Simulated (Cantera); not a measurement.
An isothermal, constant-pressure homogeneous reactor starts with CH4 : N2 = 1 : 100 (molar parts), at 1500 K and 0.110 bar.

Detailed kinetics in Cantera: GRI-Mech 3.0 (53 species, 325 reactions). GRI-Mech 3.0 stops at C3 and has no aromatics, soot or wall deposition, so with more carbon than oxygen in the feed, carbon stays in small species such as C2H2 where larger ones or solid carbon would form.

x: mole fraction; the columns are a selection and need not sum to one.

| t (s) | x CH4 | x CH2 | x C2H2 | x H | x CH3 |
|---|---|---|---|---|---|
| 9.00e-6 | 0.00990 | <1e-12 | <1e-12 | 2.72e-9 | 3.25e-9 |
| 4.90e-5 | 0.00990 | <1e-12 | <1e-12 | 1.01e-8 | 2.24e-8 |
| 0.000267 | 0.00990 | <1e-12 | <1e-12 | 1.56e-8 | (withheld) |
| 0.00146 | 0.00990 | 5.44e-12 | <1e-12 | 1.57e-8 | 9.50e-7 |
| 0.00794 | 0.00990 | 1.20e-10 | 1.65e-10 | 1.66e-8 | 5.19e-6 |
| 0.0433 | 0.00987 | 2.52e-9 | 1.43e-7 | 4.05e-8 | 2.54e-5 |
| 0.236 | 0.00923 | 2.19e-8 | 8.21e-5 | 5.45e-7 | 7.81e-5 |
| 1.28 | (withheld) | (withheld) | (withheld) | (withheld) | (withheld) |
| 7.00 | 0.00216 | 5.14e-9 | 0.00381 | 4.44e-6 | 1.67e-5 |

Question: Some entries are withheld; supply them.

Answer: 
- 0.000267, x CH3: 1.62e-7
- 1.28, x CH4: 0.00594
- 1.28, x CH2: 1.32e-8
- 1.28, x C2H2: 0.00182
- 1.28, x H: 2.33e-6
- 1.28, x CH3: 4.60e-5
